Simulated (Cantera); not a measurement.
Charge: 1 mol Cr, 0.11 mol N2O, 0.82 mol N2, equilibrated at 2250 K and 0.133 bar.

Cantera equilibrium calculation (NASA polynomials, part measured and part estimated; ideal gas, pure solids and liquids). Candidate condensed phases: Cr, CrN, Cr2N, Cr2O3; 14 gas species. Mutual solubility and eutectic melting of coexisting phases are not modelled. Kinetics and transport are ignored.

Base state: N2 0.901, Cr 0.0957, CrO 0.00297, CrO2 3.57e-5 (mole fractions); condensed: Cr(l) + Cr2O3(s).

**Question.** What changes in the equilibrium state with this change: temperature from 2250 K to 2575 K?

**Answer.** 
```tsv
species	before	after
N2	0.901	0.482
Cr	0.0957	0.463
CrO	0.00297	0.0532
O	1.54e-6	0.000138
CrO2	3.57e-5	0.00174
NO	5.01e-6	0.000108
Cr(l), mol	0.827	0
Cr2O3(s), mol	0.0356	0
```
